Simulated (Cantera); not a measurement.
What does this Cantera script print?

```python
import numpy as np
import cantera as ct

gas_names = [...]  # 76 gases of nasa_gas.yaml made of C, H
cond_names = """
    C(gr) C6H6(L) C7H8(L) C8H18(L),n-octa
""".split()


# ... load() reads the species with a 1 bar reference pressure and builds the phases ...
atoms = {
    'toluene': {'C': 7, 'H': 8},
    'H2': {'H': 2},
}
top_T = {'C(gr)': 4500}  # K; cautious upper limits of use, not melting points


# ... equilibrate(T, P, feed) seeds the gas with the atoms and calls Mixture.equilibrate('TP', solver="vcs", rtol=1e-11, max_steps=5000) ...
results = []
feed = {'toluene': 1, 'H2': 81}  # mol
P = 1000  # Pa
for T in [2625, 2675, 2725, 2775, 2825, 2875, 2925]:
    mix = equilibrate(T, P, feed)
    results.append((T, P, feed, dict(zip(mix.species_names, mix.species_moles))))

top = {s: max(r[3][s] / sum(r[3][g] for g in gas_names) for r in results) for s in gas_names}
cols = sorted((s for s in top if top[s] > 0.001), key=lambda s: -top[s])[:5]
seen = [c for c in cond_names if any(r[3].get(c, 0) > 1e-12 for r in results)]
print("log10 of partial pressures in bar; condensed amounts in mol")
print(f"{'T/K':>10s}" + "".join(f"{s[:9]:>10s}" for s in cols + seen))
for T, P, feed, n in results:
    ng = sum(n[g] for g in gas_names)
    print(f"{T:10.4g}" + "".join(f"{np.log10(max(n[s] / ng * P / 1e5, 1e-99)):10.3f}" for s in cols)
          + "".join(f"{n.get(c, 0):10.4g}" for c in seen))
```

It prints:

```
log10 of partial pressures in bar; condensed amounts in mol
       T/K         H        H2 C2H2,acet        C3       C2H     C(gr)
      2625    -2.467    -2.190    -3.938    -5.500    -5.250     4.365
      2675    -2.402    -2.230    -3.897    -5.201    -5.063     3.836
      2725    -2.343    -2.276    -3.865    -4.913    -4.886     3.163
      2775    -2.290    -2.330    -3.843    -4.635    -4.721     2.248
      2825    -2.244    -2.390    -3.831    -4.368    -4.566    0.9071
      2875    -2.204    -2.457    -3.885    -4.198    -4.479         0
      2925    -2.168    -2.527    -4.011    -4.132    -4.464         0
```

Equilibrium computed with Cantera from the NASA thermochemical tables; the gas is ideal and each condensed phase is pure.
